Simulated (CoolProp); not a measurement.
Model: reference Helmholtz-energy equation of state, Lemmon 2006, in CoolProp. It is a short technical equation, of lower accuracy than the large ones.

Task: For toluene, give the phase and the density (kg/m³), cp (kJ/(kg K)), expansivity (1/kK), conductivity (mW/(m K)) at 346.85 °C and 24.8 bar.

Result: 
- 346.85 °C and 24.8 bar: gas; density 56.4, cp 2.41, expansivity 3.54, conductivity 45.2

Thermal conductivity comes from a separate model (Assael 2012).
